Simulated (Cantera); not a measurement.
Ammonia decomposition in nitride growth gas

An isothermal, constant-pressure homogeneous reactor starts with 17.5 % NH3, 82.5 % H2, at 2150 K and 0.207 atm.

Computed with Cantera and the gas-phase N/H chemistry of the illustrative SiF4/NH3 mechanism in the Surface Chemkin manual (1991). Walls and surfaces, which speed up NH3 decomposition in real reactors, are not modelled.

| t (s) | x NH3 | x H2 | x H | x N2H4 | x NH2 | x N2 |
|---|---|---|---|---|---|---|
| 0.000200 | 0.175 | 0.824 | 0.000440 | 2.55e-9 | 0.000285 | 5.57e-6 |
| 0.000478 | 0.174 | 0.824 | 0.000906 | 1.07e-8 | 0.000585 | 0.000125 |
| 0.00114 | 0.172 | 0.825 | 0.00118 | 1.78e-8 | 0.000752 | 0.00109 |
| 0.00274 | 0.165 | 0.829 | 0.00122 | 1.72e-8 | 0.000740 | 0.00386 |
| 0.00654 | 0.151 | 0.837 | 0.00127 | 1.52e-8 | 0.000696 | 0.0100 |
| 0.0156 | 0.122 | 0.854 | 0.00139 | 1.15e-8 | 0.000604 | 0.0225 |
| 0.0374 | 0.0739 | 0.881 | 0.00170 | 5.93e-9 | 0.000435 | 0.0429 |
| 0.0895 | 0.0223 | 0.910 | 0.00268 | 1.26e-9 | 0.000200 | 0.0649 |
| 0.214 | 0.000683 | 0.918 | 0.00775 | 9.66e-12 | 1.76e-5 | 0.0740 |
| 0.512 | 5.90e-5 | 0.917 | 0.00886 | <1e-12 | 1.74e-6 | 0.0743 |
| 1.22 | 1.79e-5 | 0.917 | 0.00887 | <1e-12 | 5.28e-7 | 0.0743 |
| 2.93 | 6.72e-6 | 0.917 | 0.00887 | <1e-12 | 1.99e-7 | 0.0743 |
| 7.00 | 2.76e-6 | 0.917 | 0.00887 | <1e-12 | 8.15e-8 | 0.0743 |
x: mole fraction; the columns are a selection and need not sum to one.

Equilibrium at this temperature and pressure: NH3 8.00e-7, H2 0.917, H 0.00887, N2H4 <1e-12, NH2 2.36e-8, N2 0.0743 (gas phase only).
